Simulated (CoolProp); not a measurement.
A simple Rankine cycle with cyclohexane: condensing at 312.15 K, boiler at 1.89 MPa, turbine inlet 535.7 K, turbine efficiency 0.65, pump efficiency 0.6, no recuperator. Each further row changes one setting.

The numbers come from the reference Helmholtz-energy equation of state, Zhou 2014 in CoolProp.

```csv
case,thermal efficiency (%),net work (kJ/kg),heat in (kJ/kg),turbine exit temperature (K),volume ratio over the turbine
as stated,16.1,124,768,(withheld),86.8
turbine inlet 555.7 K,(withheld),130,822,485.1,(withheld)
condensing temperature 304.15 K,16.9,133,784,458.9,120
boiler pressure 1.32 MPa,15.1,118,783,472.6,56.8
turbine efficiency 0.55,13.5,104,768,472.6,88.6
```

Task: What belongs in the gaps?

Result: 
- as stated, turbine exit temperature (K): 463.3
- turbine inlet 555.7 K, thermal efficiency (%): 15.8
- turbine inlet 555.7 K, volume ratio over the turbine: 84.5
